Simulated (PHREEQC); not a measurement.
Synthetic water in mmol/kgw, 25 °C, pH 3.23, pe 12.8: Na 0.731; K 5.61; Ca 4.8; Mg 0.351; Cl 3.9; S(6) 7; Pb 0.251; Zn 0.0136; Cd 0.142; Al 0.201; Cu(2) 0.163.

Valence states are taken as typed.

Model: ion-association model, wateq4f.dat, run in PHREEQC.

Precipitation was switched off in this run.

Problem. What ionic strength does the model give?

Solution. ionic strength 0.0245 mol/kgw.

Problem. In which forms is Pb present?

Solution. Pb+2 51 %, PbSO4 44 %, PbCl+ 4.3 %, Pb(SO4)2-2 1.2 % of the Pb.

The solution is supersaturated, for example in Anglesite, so a real one may precipitate; this is no full list. Species that the database lacks are ignored.
